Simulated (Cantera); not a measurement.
A Cantera script and its output.

```python
import numpy as np
import cantera as ct

gas = ct.Solution("gri30.yaml")


def delay(T, t_max=10):
    gas.TPX = T, 500000, {'CH4': 1, 'O2': 2.41, 'N2': 9.06}
    reactor = ct.IdealGasConstPressureReactor(gas, clone=False)
    net = ct.ReactorNet([reactor])
    net.rtol, net.atol = 1e-8, 1e-16
    while net.time < t_max:
        t_old, T_old = net.time, reactor.T
        net.step()
        if reactor.T > T + 400:  # ignition: a rise of 400 K
            return t_old + (T + 400 - T_old) / (reactor.T - T_old) * (net.time - t_old)
    return np.nan


taus = []
for T in [1298, 1348, 1398, 1448, 1498, 1548, 1598]:
    taus.append(delay(T))
    print(f"T0 = {T:6g} K   tau = {taus[-1]:.4e} s")
```

Result:

```
T0 =   1298 K   tau = 2.7187e-03 s
T0 =   1348 K   tau = 1.5299e-03 s
T0 =   1398 K   tau = 8.8354e-04 s
T0 =   1448 K   tau = 5.2317e-04 s
T0 =   1498 K   tau = 3.1758e-04 s
T0 =   1548 K   tau = 1.9775e-04 s
T0 =   1598 K   tau = 1.2643e-04 s
```

Cantera simulation using GRI-Mech 3.0 (53 species, 325 reactions); the numbers are that mechanism's predictions, not measurements.
